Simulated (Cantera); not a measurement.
Cantera run:

```python
import numpy as np
import cantera as ct

gas_names = """
    F F2 N NF NF2 NF3 N2 Si SiF SiF2 SiF3 SiF4 SiN Si2 Si2N Si3
""".split()
cond_names = """
    Si(cr) Si(L) Si3N4(a)
""".split()


def load(file, names, dense=False):
    # The tables refer to 1 bar. Condensed volumes are neglected.
    table = {s.name: s for s in ct.Species.list_from_file(file)}
    out = []
    for n in names:
        d = dict(table[n].input_data)
        d["thermo"] = dict(d["thermo"], **{"reference-pressure": 1e5})
        if dense:
            d["equation-of-state"] = {"model": "constant-volume", "density": "1e6 g/cm^3"}
        out.append(ct.Species.from_dict(d))
    return out


gas = ct.Solution(thermo="ideal-gas", species=load("nasa_gas.yaml", gas_names))
cond = {s.name: ct.Solution(thermo="fixed-stoichiometry", species=[s], name=s.name)
        for s in load("nasa_condensed.yaml", cond_names, dense=True)}
atoms = {
    'Si': {'Si': 1},
    'NF3': {'N': 1, 'F': 3},
}
top_T = {'Si3N4(a)': 2400}  # K; cautious upper limits of use, not melting points


def equilibrate(T, P, feed):
    n = {}
    for name, mol in feed.items():
        for a, k in atoms[name].items():
            n[a] = n.get(a, 0.0) + k * mol
    gas.TPX = T, P, n
    mass = sum(n.values()) * gas.mean_molecular_weight
    gas.equilibrate("TP")
    valid = [c for c in cond.values() if c.min_temp <= T <= top_T.get(c.name, c.max_temp)]
    mix = ct.Mixture([(gas, mass / gas.mean_molecular_weight)] + [(c, 0.0) for c in valid])
    mix.T, mix.P = T, P
    mix.equilibrate("TP", solver="vcs", rtol=1e-11, max_steps=5000)
    return mix


results = []
feed = {'Si': 1, 'NF3': 5}  # mol
T = 1123  # K
P = 330  # Pa
mix = equilibrate(T, P, feed)
results.append((T, P, feed, dict(zip(mix.species_names, mix.species_moles))))
x = sorted(zip(gas.X, gas.species_names), reverse=True)
print(f"T = {T:g} K  P = {P:g} Pa  gas = {mix.phase_moles(0):.4g} mol")
print("   x: " + "  ".join(f"{s} {v:.3e}" for v, s in x if v > 1e-05))
print("   condensed (mol): " + ("  ".join(f"{mix.phase(i).name} {mix.phase_moles(i):.4g}"
      for i in range(1, mix.n_phases) if mix.phase_moles(i) > 1e-12) or "none"))
```

It prints:

```
T = 1123 K  P = 330 Pa  gas = 14.2 mol
   x: F 7.327e-01  N2 1.760e-01  SiF4 7.041e-02  F2 2.090e-02
   condensed (mol): none
```

Method: chemical equilibrium by Gibbs-energy minimisation in Cantera with the NASA 1993 tables (ideal gas, pure condensed phases).
